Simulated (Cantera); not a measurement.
# borazine + H2O + H2 (boron, boron nitride and boron oxide)

Input: 1 mol borazine, 19 mol H2O, 0.36 mol H2, held at 2073 K.

These are equilibrium values from Cantera (NASA tables, ideal gas, pure condensed phases), not measurements of a reactor. Candidate condensed phases: B, BN, B2O3, B3O3H3, H2O; 39 gas species. The feed counts by its element totals alone. The numbers say what is thermodynamically allowed, not how fast it happens.

| P (Pa) | log p H2O | log p H2 | log p H | log p HBO2 | log p N2 | log p OH |
|---|---|---|---|---|---|---|
| 10 | -4.38 | -4.60 | -4.88 | -5.04 | -5.28 | -5.60 |
| 63 | -3.52 | -3.75 | -4.46 | -4.18 | -4.45 | -5.16 |
| 400 | -2.70 | -2.93 | -4.04 | -3.36 | -3.63 | -4.76 |
| 2500 | -1.89 | -2.12 | -3.64 | -2.56 | -2.83 | -4.36 |
| 16000 | -1.08 | -1.31 | -3.23 | -1.75 | -2.02 | -3.95 |
| 100000 | -0.29 | -0.51 | -2.84 | -0.95 | -1.23 | -3.56 |
log p: log10 of the partial pressure in bar; nothing condenses.

From 0.000100 bar to 1.00 bar nothing is condensed. The main B-bearing gas is HBO2 throughout.
